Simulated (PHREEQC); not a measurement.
0.086 g of hydrous ferric oxide (600 m²/g; 0.2 weak and 0.005 strong sites per Fe, Dzombak-Morel constants, diffuse double layer) in 1 kg of water with 0.05 mol/kgw of an inert sodium salt and 0.00034 mol BaCl2, at 25 °C; the pH is set by adding NaOH or the inert anion's acid. O2 is buffered at 0.21 atm. CO2 from the air is kept out. Precipitation was switched off in this run.

Model: ion-association model, wateq4f.dat, run in PHREEQC.

Predict Ba sorbed (%), surface charge σ (C/m²), surface potential ψ (mV) at pH = 5.33, 10.67, 11.33.


```tsv
pH	Ba sorbed (%)	surface charge σ (C/m²)	surface potential ψ (mV)
5.33	0.0	0.147	124
10.67	22.5	-0.039	-60
11.33	24.6	-0.040	-61
```

Complexes and solids missing from the database can't appear.
